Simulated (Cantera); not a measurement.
A diamond (100) surface in a fixed gas of H2 with x(CH4) = 0.0068, x(H) = 0.016, at 975 K, 0.0128 atm; coverages are run to steady state.

Cantera simulation using the Harris–Goodwin 1993 mechanism for the reconstructed diamond (100) surface; the numbers are that mechanism's predictions, not measurements.

One state of this run: growth (µm/h) = 0.132; θ c6HH = 0.619; θ c6H* = 0.0162; θ c6*H = 0.355; θ c6** = 0.00816; θ c6HM = 0.000815. θ: site fractions in the mechanism's names (c6HH fully hydrogenated, c6H* and c6*H radical sites, c6** diradical, c6HM methylated).

Problem. Which value of x(CH3) does it belong to?
(A) 2.2e-05
(B) 4.6e-06
(C) 2.2e-06
(D) 1e-05

Solution. A, 2.2e-05
